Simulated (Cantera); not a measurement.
A closed system holds: 1 mol Si, 9.8 mol F₂, a varied amount of H₂, at 723.15 K and 1.00 bar.

These are equilibrium values from Cantera (NASA tables, ideal gas, pure condensed phases), not measurements of a reactor. Candidate condensed phases: Si; 25 gas species. Rates play no part.

x: gas mole fraction; nothing condenses.

```csv
n(H₂) (mol),x HF,x H₂,x SiF₄,x H₂F₂
8.4,0.907,0.0349,0.0581,0.000126
16,___,___,___,___
23,0.491,0.478,0.0314,3.68e-5
31,0.392,0.583,0.0251,2.35e-5
38,___,___,___,___
46,0.285,0.697,0.0182,1.24e-5
53,0.252,0.731,0.0162,9.76e-6
61,0.223,0.762,0.0143,7.65e-6
68,0.203,0.784,0.0130,6.32e-6
76,0.184,0.804,0.0118,5.18e-6
83,0.170,0.819,0.0109,4.42e-6
91,0.156,0.834,0.0100,3.74e-6
98,0.146,0.845,0.00936,3.27e-6
```

Task: What belongs in the gaps?

Result: 
- 16, x HF: 0.629
- 16, x H₂: 0.331
- 16, x SiF₄: 0.0403
- 16, x H₂F₂: 6.06e-5
- 38, x HF: 0.333
- 38, x H₂: 0.645
- 38, x SiF₄: 0.0214
- 38, x H₂F₂: 1.70e-5
